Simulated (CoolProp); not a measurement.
Model: reference Helmholtz-energy equation of state, Lemmon 2006, in CoolProp. It is a short technical equation, of lower accuracy than the large ones.

### Question
For carbonyl sulfide, give the phase and the density (kg/m³), isothermal compressibility (1/MPa), fugacity coefficient at -108.75 °C and 5.14 bar; -59.05 °C and 52.6 bar.

### Answer
- -108.75 °C and 5.14 bar: liquid; density 1290, isothermal compressibility 0.000700, fugacity coefficient 0.00428
- -59.05 °C and 52.6 bar: liquid; density 1200, isothermal compressibility 0.00113, fugacity coefficient 0.0142
